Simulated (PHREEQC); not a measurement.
Make-up at 45 °C: 0.25 mol KOH, 0.00027 mol Li2CO3 and 0.0046 mol K2CO3 per kg of water. Closed to the air; pH follows from the charge balance.

All values are PHREEQC results (ion-association model, wateq4f.dat), not measurements.

Q: The ionic strength comes out as 0.265 mol/kgw. What activity coefficients do K+, OH-, CO3-2, Li+, HCO3- get?

A: K+ 0.68, OH- 0.68, CO3-2 0.27, Li+ 0.73, HCO3- 0.72.

Precipitation was switched off in this run. Species that the database lacks are ignored. At this temperature some constants are extrapolated from 25 °C, and those without enthalpy data are left unchanged.
